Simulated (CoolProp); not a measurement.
A single-stage vapour-compression cycle with isobutane: evaporating at 220.15 K (dew point), condensing at 278.15 K (bubble point), superheat 8 K, subcooling 0 K, compressor efficiency 0.9, no pressure losses. Each further row changes one setting.

Values from CoolProp's reference Helmholtz-energy equation of state, Bücker 2006.

| case | cooling COP | pressure ratio | discharge temperature (K) | refrigerating effect (kJ/kg) | volumetric capacity (kJ/m³) |
|---|---|---|---|---|---|
| as stated | 2.72 | 13.2 | 301.1 | 284 | 124 |
| evaporating temperature 225.15 K | (withheld) | (withheld) | 298.4 | 290 | 165 |
| condensing temperature 273.15 K | (withheld) | 11.1 | (withheld) | 295 | 129 |
| subcooling 5 K | 2.83 | 13.2 | 301.1 | 295 | 129 |
| superheat 18 K | 2.74 | 13.2 | 311.5 | 298 | 125 |
| compressor efficiency 0.8 | 2.42 | 13.2 | 308.5 | 284 | 124 |

Question: Fill in the missing entries.

Answer: 
- evaporating temperature 225.15 K, cooling COP: 3.12
- evaporating temperature 225.15 K, pressure ratio: 9.94
- condensing temperature 273.15 K, cooling COP: 3.06
- condensing temperature 273.15 K, discharge temperature (K): 295.9
